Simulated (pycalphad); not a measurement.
CALPHAD calculation (pycalphad, COST 507 light-alloy database (1999)), 1 atm. The data set is of 1999 and partly superseded. Not assessed as a whole: an extrapolation from subsystems, which can miss ternary compounds. Phase fractions are per mole of atoms.

Task: Give the equilibrium state of Al-2.44Mg-10.65Fe-0.71Si (at.%) at 550 K.

Result: FCC_A1, fraction 0.526, with 1.9 Mg, <0.01 Fe, <0.01 Si at.%; AL13FE4, fraction 0.452, with no Mg, 23.5 Fe, <0.01 Si at.%; MG2SI, fraction 0.021, with 66.7 Mg, no Fe, 33.3 Si at.%.

Task: Give the equilibrium state of Al-2.44Mg-10.65Fe-0.71Si (at.%) at 1100 K.

Result: 
```
T = 1100.00 K, P = 101325 Pa, N = 1 mol of atoms
G = -61124 J/mol, H = 18075 J/mol, S = 72.00 J/(mol K)  (SER reference)
chemical potentials (J/mol): Al -51085, Mg -83674, Fe -136327, Si -74335
phase             fraction      x(Al)      x(Mg)      x(Fe)      x(Si)
LIQUID              0.6270     0.9232     0.0389     0.0275     0.0104
AL13FE4             0.3730     0.7591       none     0.2394     0.0015
```

Database names, with the compositions (at.%) that they take in these runs: AL13FE4: Al 76 Fe 24; MG2SI: Mg 67 Si 33. FCC_A1 is fcc. An entry "none" or "no" means that the model of the phase leaves that element out.
